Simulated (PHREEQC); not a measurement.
Consider water at 20 °C with 150 mmol/kgw FeSO4, 0.039 mmol/kgw Na2B4O7 and 13 mmol/kgw Na2HPO4. Closed to the air; pH follows from the charge balance.

All values are PHREEQC results (ion-association model, phreeqc.dat), not measurements.

This is a speciation only: nothing precipitates in the calculation.

Q: Estimate the pH, specific conductance, ionic strength.

A: pH 7.93; specific conductance 11500 µS/cm; ionic strength 0.328 mol/kgw.

Q: In which forms is B present?

A: H3BO3 94 %, H2BO3- 6.2 % of the B.

Examples of supersaturated solids here: Vivianite. Others may be too.
